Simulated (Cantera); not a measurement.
Charge: 1 mol CH3SiH3, 0.03 mol C3H8, 96 mol H2, at 0.133 bar.

Cantera equilibrium calculation (NASA polynomials, part measured and part estimated; ideal gas, pure solids and liquids). Candidate condensed phases: C, C6H6, C7H8, C8H18, Si, SiC; 87 gas species. The feed counts by its element totals alone. Gases not in the tables: Si2H6 and higher silanes. Equilibrium is a limit: real reactors are often held back by kinetics, nucleation or transport.

**Question.** Which condensed phases are stable at each of these points (T (K)): 2373, 2398, 2423, 2448, 2473, 2498, 2523, 2548, 2573, 2598, 2623?

**Answer.** 
```tsv
T (K)	condensed phases	Si condensed (%)
2373	SiC(s)	48.5
2398	SiC(s)	33.9
2423	SiC(s)	15.6
2448	gas only	0.0
2473	gas only	0.0
2498	gas only	0.0
2523	gas only	0.0
2548	gas only	0.0
2573	gas only	0.0
2598	gas only	0.0
2623	gas only	0.0
```

From 2373 K to 2423 K the condensed part is SiC(s). From 2448 K to 2623 K nothing is condensed.
